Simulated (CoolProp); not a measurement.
Vapour-liquid equilibrium of CHF3 (R23) (1) + R227EA (2) at -76.45 °C; x and y are mole fractions of (1).

The numbers come from the multi-fluid Helmholtz-energy mixture model, Penoncello 2003 and Lemmon 2016; pair parameters Bell 2016 in CoolProp.

```json
[
 {"x": "0.05", "bubble pressure (kPa)": "10.85", "y at the bubble point": "0.754", "dew pressure at overall composition x (kPa)": "2.929", "liquid density (mol/L)": "10.49"},
 {"x": "0.2", "bubble pressure (kPa)": "36.74", "y at the bubble point": "0.938", "dew pressure at overall composition x (kPa)": "3.468", "liquid density (mol/L)": "11.44"},
 {"x": "0.35", "bubble pressure (kPa)": "61.02", "y at the bubble point": "0.968", "dew pressure at overall composition x (kPa)": "4.252", "liquid density (mol/L)": "12.53"},
 {"x": "0.5", "bubble pressure (kPa)": "81.28", "y at the bubble point": "0.980", "dew pressure at overall composition x (kPa)": "5.491", "liquid density (mol/L)": "13.80"},
 {"x": "0.65", "bubble pressure (kPa)": "98.19", "y at the bubble point": "0.987", "dew pressure at overall composition x (kPa)": "7.749", "liquid density (mol/L)": "15.32"},
 {"x": "0.8", "bubble pressure (kPa)": "114.0", "y at the bubble point": "0.993", "dew pressure at overall composition x (kPa)": "13.16", "liquid density (mol/L)": "17.16"},
 {"x": "0.95", "bubble pressure (kPa)": "131.6", "y at the bubble point": "0.998", "dew pressure at overall composition x (kPa)": "43.80", "liquid density (mol/L)": "19.45"}
]
```

No azeotrope shows between x = 0.05 and 0.95.

The pair parameters rest on a limited set of measurements; away from them the model extrapolates.
